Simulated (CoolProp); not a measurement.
Properties of R1234yf along the isotherm 101.55 °C.

Model: reference Helmholtz-energy equation of state, Lemmon 2022, in CoolProp.

| p (MPa) | phase | density (kg/m³) | cv (kJ/(kg K)) | fugacity coefficient |
|---|---|---|---|---|
| 2.12 | gas | 102.8 | 1.012 | 0.7997 |
| 4.23 | supercritical | 647.9 | 1.097 | 0.5898 |
| 6.35 | supercritical | 798.9 | 1.050 | 0.4362 |
| 8.46 | supercritical | 855.4 | 1.039 | 0.3594 |
| 10.6 | supercritical | 893.6 | 1.033 | 0.3137 |
| 12.7 | supercritical | 922.2 | 1.031 | 0.2849 |
| 14.8 | supercritical | 945.7 | 1.029 | 0.2655 |
| 16.9 | supercritical | 965.7 | 1.028 | … |
| 19 | supercritical | 983.2 | 1.027 | 0.2425 |
| 21.2 | supercritical | 999.5 | 1.027 | … |
| 23.3 | supercritical | 1014 | 1.027 | 0.2315 |
| 25.4 | supercritical | 1026 | 1.027 | 0.2290 |
| 27.5 | supercritical | … | 1.027 | 0.2278 |
| 29.6 | supercritical | 1049 | 1.028 | 0.2279 |
| 31.7 | supercritical | … | 1.028 | 0.2289 |
| 33.8 | supercritical | … | 1.029 | 0.2307 |

Problem. Some entries are withheld; supply them.

Solution. 
- 16.9, fugacity coefficient: 0.2520
- 21.2, fugacity coefficient: 0.2357
- 27.5, density (kg/m³): 1038
- 31.7, density (kg/m³): 1060
- 33.8, density (kg/m³): 1069
